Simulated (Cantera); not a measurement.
A closed system holds: 1 mol Si3N4, 2.6 mol N2O, 11 mol H2, held at 0.120 Torr.

Cantera equilibrium calculation (NASA polynomials, part measured and part estimated; ideal gas, pure solids and liquids). Candidate condensed phases: H2O, Si, SiO2, Si2N2O, Si3N4; 35 gas species. Mutual solubility and eutectic melting of coexisting phases are not modelled. The tables hold silica as quartz up to 1696 K and as liquid above; real silica turns to tridymite and cristobalite and melts near 1996 K. Kinetics and transport are ignored. All values below are at 1373 K.

Base state: H2 0.750, N2 0.240, SiO 0.00992, H 0.000228, H2O 1.45e-5 (mole fractions); condensed: SiO2(β-quartz) + Si2N2O(s).

Problem. What changes in the equilibrium state with this change: N2O from 2.6 to 0.054 mol?

Solution. 
```csv
species,before,after
H2,0.750,0.980
N2,0.240,0.0192
H,0.000228,0.000261
SiO,0.00992,0.000184
H2O,1.45e-5,<1e-9
"SiO2(β-quartz), mol",0.685,0
"Si2N2O(s), mol",1.08,0.0519
"Si(s), mol",0,0.214
"Si3N4(s), mol",0,0.893
```
